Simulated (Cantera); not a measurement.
Charge: 1 mol CH3OH, 0.39 mol O2, 17 mol N2.

Method: chemical equilibrium by Gibbs-energy minimisation in Cantera with the NASA 1993 tables (ideal gas, pure condensed phases). Candidate condensed phases: C, C6H6, C7H8, C8H18, H2O; 136 gas species. The ideal-gas law is rough above about 30 bar. The numbers say what is thermodynamically allowed, not how fast it happens.

### Question
What condenses at these points (T in K, P in Pa): (623, 1000); (1123, 10); (623, 100000); (1323, 1000); (623, 100000)?

### Answer
| T (K) | P in Pa | condensed phases | C condensed (%) |
|---|---|---|---|
| 623 | 1000 | C | 25.0 |
| 1123 | 10 | gas only | 0.0 |
| 623 | 100000 | C | 25.5 |
| 1323 | 1000 | gas only | 0.0 |
| 623 | 100000 | C | 25.5 |
